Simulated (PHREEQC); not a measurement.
Make-up at 25 °C: 1 mmol/kgw HCl, 0.43 mmol/kgw LiCl and 0.24 mmol/kgw NiSO4. Closed to the air; pH follows from the charge balance.

All values are PHREEQC results (ion-association model, wateq4f.dat), not measurements.

Q: The ionic strength comes out as 0.00233 mol/kgw. What activity coefficients do H+, HSO4-, Ni+2, Li+, SO4-2 get?

A: H+ 0.95, HSO4- 0.95, Ni+2 0.81, Li+ 0.95, SO4-2 0.81.

This is a speciation only: nothing precipitates in the calculation.
